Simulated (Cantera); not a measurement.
A closed system holds: 1 mol Fe, 0.95 mol H₂S, 8.6 mol CO, equilibrated at 1400 K and 0.000520 bar.

These are equilibrium values from Cantera (NASA tables, ideal gas, pure condensed phases), not measurements of a reactor. Candidate condensed phases: C, C₆H₆, C₇H₈, C₈H₁₈, Fe, Fe(CO)₅, FeO, Fe(OH)₂, Fe(OH)₃, FeS, FeSO₄, FeS₂, Fe₂O₃, Fe₂(SO₄)₃, Fe₃O₄, H₂O, H₂SO₄, S; 127 gas species. Metal and sulfide melt together well below either melting point, which pure phases cannot show. Mutual solubility and eutectic melting of coexisting phases are not modelled. FeS: taken at fixed stoichiometry. Kinetics and transport are ignored.

### Question
What is the equilibrium state?

### Answer
```
Item                                       Result
--------------------------------------  ---------
x(CO)                                       0.894
x(H₂)                                      0.0976
x(S₂)                                     0.00621
x(H₂S)                                    0.00107
x(COS)                                   0.000321
x(SH)                                    0.000261
x(CS₂)                                   0.000170
x(CO₂)                                   0.000144
x(H)                                      6.66e-5
n(Fe(γ))                                0.189 mol
n(FeS(s))                               0.811 mol
gas amount                              9.612 mol
log10 activity of C(graphite) (absent)      -2.30
log10 activity of S(l) (absent)             -3.84
log10 activity of Fe(OH)₂(s) (absent)      -16.25
```
